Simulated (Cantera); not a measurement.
Input: 1 mol Fe₂O₃, 2 mol C, 2.9 mol CO, equilibrated at 1798 K and 10.0 Torr.

Method: chemical equilibrium by Gibbs-energy minimisation in Cantera with the NASA 1993 tables (ideal gas, pure condensed phases). Candidate condensed phases: C, Fe, Fe(CO)₅, FeO, Fe₂O₃, Fe₃O₄; 15 gas species. Mutual solubility and eutectic melting of coexisting phases are not modelled. The tables' stoichiometric FeO is somewhat more stable than real wüstite, so its field is too wide. FeO: taken at fixed stoichiometry. Rates play no part.

Base state: CO 0.891, CO₂ 0.107, Fe 0.00215, FeO 1.14e-5 (mole fractions); condensed: Fe(δ) + FeO(l).

Task: What changes in the equilibrium state with this change: 0.091 mol NH₃ added?

Result: 
```
species       before     after
-----------  -------  --------
CO             0.891     0.859
CO₂            0.107     0.103
H₂                 0    0.0183
N₂                 0   0.00893
Fe           0.00215   0.00215
H₂O                0   0.00832
H                  0  0.000412
OH                 0   1.23e-5
FeO          1.14e-5   1.14e-5
Fe(δ), mol      1.51      1.55
FeO(l), mol    0.477     0.434
```
Further candidate phases: C₆H₆, C₇H₈, C₈H₁₈, Fe(OH)₂, Fe(OH)₃, H₂O.
